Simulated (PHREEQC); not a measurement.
# Acid mine or pickling water (model solution)

Synthetic water in mg/L, 58 °C, pH 3.46, pe 10:

```csv
constituent,mg/L
Na,107
K,3.11
Ca,30.7
Mg,7.67
Cl,12.6
S(6) as SO4,353
O(0) (dissolved oxygen),0.405
Al,0.425
```

Valence states are taken as typed.

Equilibrium calculation in PHREEQC: ion-association model, phreeqc.dat.

Each row changes one thing in this solution. Precipitation was switched off in this run.

```json
[
 {"case": "as made", "ionic strength (mol/kgw)": "0.0107", "SO4-2 (mol/kgw)": "0.00314", "Ca+2 (mol/kgw)": "0.000594", "Mg+2 (mol/kgw)": "0.000190", "HSO4- (mol/kgw)": "0.000170", "Al+3 (mol/kgw)": "2.72e-6", "SI of Gypsum (CaSO4:2H2O)": "-1.46", "SI of Gibbsite (Al(OH)3)": "-2.02"},
 {"case": "Mg from 7.67 to 3.83 mg/L", "ionic strength (mol/kgw)": "0.0106", "SO4-2 (mol/kgw)": "0.00319", "Ca+2 (mol/kgw)": "0.000591", "Mg+2 (mol/kgw)": "9.42e-5", "HSO4- (mol/kgw)": "0.000173", "Al+3 (mol/kgw)": "2.67e-6", "SI of Gypsum (CaSO4:2H2O)": "-1.46", "SI of Gibbsite (Al(OH)3)": "-2.02"},
 {"case": "Al from 0.425 to 0.85 mg/L", "ionic strength (mol/kgw)": "0.0107", "SO4-2 (mol/kgw)": "0.00313", "Ca+2 (mol/kgw)": "0.000595", "Mg+2 (mol/kgw)": "0.000190", "HSO4- (mol/kgw)": "0.000169", "Al+3 (mol/kgw)": "…", "SI of Gypsum (CaSO4:2H2O)": "…", "SI of Gibbsite (Al(OH)3)": "-1.71"},
 {"case": "all concentrations times 2 at the same typed pH", "ionic strength (mol/kgw)": "0.0204", "SO4-2 (mol/kgw)": "0.00607", "Ca+2 (mol/kgw)": "0.00107", "Mg+2 (mol/kgw)": "…", "HSO4- (mol/kgw)": "0.000297", "Al+3 (mol/kgw)": "4.04e-6", "SI of Gypsum (CaSO4:2H2O)": "…", "SI of Gibbsite (Al(OH)3)": "-1.95"}
]
```

Q: Fill in the missing entries.

A: 
- Al from 0.425 to 0.85 mg/L, Al+3 (mol/kgw): 5.46e-6
- Al from 0.425 to 0.85 mg/L, SI of Gypsum (CaSO4:2H2O): -1.47
- all concentrations times 2 at the same typed pH, Mg+2 (mol/kgw): 0.000319
- all concentrations times 2 at the same typed pH, SI of Gypsum (CaSO4:2H2O): -1.04

Constants without temperature data keep their 25 °C values here.
